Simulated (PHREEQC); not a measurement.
Solution (25 °C): 0.00026 mol Ba(NO3)2 per kg of water. It is in equilibrium with CO2 at log p = -3.4 (atm). Otherwise closed; pH follows from the charge balance.

Computed with PHREEQC (ion-association model, wateq4f.dat).

This is a speciation only: nothing precipitates in the calculation.

Problem. Predict the pH.

Solution. pH 5.61.

Problem. In which forms is C present?

Solution. CO2 84 %, HCO3- 16 % of the C.
